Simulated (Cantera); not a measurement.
A perfectly stirred reactor is fed with CH4 : H2 : H = 0.047 : 1 : 0.0031 (molar parts), at 0.109 atm; it is held at 2750 K, and followed from long to short residence time.

Computed with Cantera and GRI-Mech 3.0 (53 species, 325 reactions). GRI-Mech 3.0 stops at C3 and has no aromatics, soot or wall deposition, so with more carbon than oxygen in the feed, carbon stays in small species such as C2H2 where larger ones or solid carbon would form.

### Question
What does this change do: CH4 0.047 to 0.009 parts?

### Answer
```csv
quantity,before,after
x(CH4) at τ = 24.0 s,6.62e-6,3.08e-6
x(H2) at τ = 24.0 s,0.795,0.809
x(H) at τ = 24.0 s,0.185,0.187
x(CH3) at τ = 24.0 s,2.59e-5,1.19e-5
x(C2H6) at τ = 24.0 s,2.42e-12,<1e-12
x(CH4) at τ = 85.0 ms,1.99e-5,9.15e-6
x(H2) at τ = 85.0 ms,0.809,0.824
x(H) at τ = 85.0 ms,0.171,0.172
x(CH3) at τ = 85.0 ms,7.05e-5,3.21e-5
x(C2H6) at τ = 85.0 ms,1.96e-11,4.10e-12
```

### Question
What does this change do: temperature 2750 to 2900 K?

### Answer
```
quantity                  before     after
----------------------  --------  --------
x(CH4) at τ = 24.0 s     6.62e-6   3.32e-6
x(H2) at τ = 24.0 s        0.795     0.691
x(H) at τ = 24.0 s         0.185     0.290
x(CH3) at τ = 24.0 s     2.59e-5   2.25e-5
x(C2H6) at τ = 24.0 s   2.42e-12    <1e-12
x(CH4) at τ = 85.0 ms    1.99e-5   6.16e-6
x(H2) at τ = 85.0 ms       0.809     0.706
x(H) at τ = 85.0 ms        0.171     0.275
x(CH3) at τ = 85.0 ms    7.05e-5   3.83e-5
x(C2H6) at τ = 85.0 ms  1.96e-11  2.51e-12
```
